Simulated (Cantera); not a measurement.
Feed: 1 mol Cr2O3, 920 mol H2, 0.18 mol H2O, at 1052 °C.

These are equilibrium values from Cantera (NASA tables, ideal gas, pure condensed phases), not measurements of a reactor. Candidate condensed phases: Cr, Cr2O3, H2O; 13 gas species. Mutual solubility and eutectic melting of coexisting phases are not modelled. Equilibrium is a limit: real reactors are often held back by kinetics, nucleation or transport.

x: gas mole fraction; n: condensed amount in mol.

| P (Pa) | x H2 | x H2O | x H | x Cr | x CrO | n Cr2O3(s) | n Cr(s) |
|---|---|---|---|---|---|---|---|
| 10 | 0.999 | 0.000335 | 0.000163 | 9.31e-5 | (withheld) | 0.957 | 0 |
| 52 | 1.000 | 0.000334 | 7.17e-5 | 1.80e-5 | (withheld) | 0.958 | 0.0681 |
| 270 | 1.000 | 0.000334 | 3.15e-5 | 3.47e-6 | (withheld) | 0.958 | 0.0815 |
| 1400 | 1.000 | 0.000334 | 1.38e-5 | 6.70e-7 | (withheld) | 0.958 | 0.0840 |
| 7200 | 1.000 | 0.000334 | 6.09e-6 | 1.30e-7 | (withheld) | 0.958 | 0.0845 |
| 37000 | 1.000 | 0.000334 | 2.69e-6 | 2.53e-8 | (withheld) | 0.958 | 0.0846 |
| 190000 | 1.000 | 0.000334 | 1.19e-6 | 4.93e-9 | <1e-12 | 0.958 | 0.0846 |
| 1000000 | 1.000 | 0.000334 | 5.17e-7 | 9.37e-10 | <1e-12 | 0.958 | 0.0847 |

Question: Some entries are withheld; supply them.

Answer: 
- 10, x CrO: 6.51e-9
- 52, x CrO: 1.25e-9
- 270, x CrO: 2.42e-10
- 1400, x CrO: 4.66e-11
- 7200, x CrO: 9.06e-12
- 37000, x CrO: 1.76e-12
